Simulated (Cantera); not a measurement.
**Ignition delay**

Mixture: CO : H2 : CH4 : O2 : N2 = 0.37 : 1.4 : 0.17 : 0.906 : 3.41 (molar parts), equivalence ratio 1.4, at 750 Torr, adiabatic and at constant volume. Ignition delay is the time to a rise of 400 K.

Detailed kinetics in Cantera: GRI-Mech 3.0 (53 species, 325 reactions). Where the delays flatten at high temperature, the 400 K rule measures the pace of heat release, not the induction time.

```json
[
 {"T0 (K)": "1225", "delay (ms)": "0.0695"},
 {"T0 (K)": "1325", "delay (ms)": "0.0404"},
 {"T0 (K)": "1425", "delay (ms)": "0.0262"},
 {"T0 (K)": "1525", "delay (ms)": "0.0183"},
 {"T0 (K)": "1625", "delay (ms)": "0.0134"},
 {"T0 (K)": "1725", "delay (ms)": "0.0102"},
 {"T0 (K)": "1825", "delay (ms)": "0.00796"},
 {"T0 (K)": "1925", "delay (ms)": "0.00637"},
 {"T0 (K)": "2025", "delay (ms)": "0.00518"},
 {"T0 (K)": "2125", "delay (ms)": "0.00429"}
]
```

| Quantity | Value |
|---|---|
| apparent activation energy between 1925 and 2125 K | 67 kJ/mol |
